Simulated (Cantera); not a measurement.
## Equilibrium for boron, boron nitride and boron oxide: B₂O₃ + H₂ + H₂O

A closed system holds: 1 mol B₂O₃, 40 mol H₂, a varied amount of H₂O, held at 10000 Pa.

These are equilibrium values from Cantera (NASA tables, ideal gas, pure condensed phases), not measurements of a reactor. Candidate condensed phases: B, B₂O₃, B₃O₃H₃, H₂O; 23 gas species. Gases not in the tables: H₃BO₃. Rates play no part.

Stable condensed phases:

```
T in K \ n(H₂O) in mol
         0.69    1  1.4  1.7  2.1  2.4  2.8  3.1  3.5  3.8  4.2  4.5
   2125     A    A    A    A    A    A    A    A    A    A    A    A
   2050     A    A    A    A    A    A    A    A    A    A    A    A
   1975     A    A    A    A    A    A    A    A    A    A    A    A
   1900     A    A    A    A    A    A    A    A    A    A    A    A
   1825     A    A    A    A    A    A    A    A    A    A    A    A
   1750     A    A    A    A    A    A    A    A    A    A    A    A
   1675     B    B    A    A    A    A    A    A    A    A    A    A
   1600     B    B    B    B    B    B    B    B    A    A    A    A
   1525     B    B    B    B    B    B    B    B    B    B    B    B
   1450     B    B    B    B    B    B    B    B    B    B    B    B
   1375     B    B    B    B    B    B    B    B    B    B    B    B
   1300     B    B    B    B    B    B    B    B    B    B    B    B
   1225     B    B    B    B    B    B    B    B    B    B    B    B
```

A: gas only; B: B₂O₃.
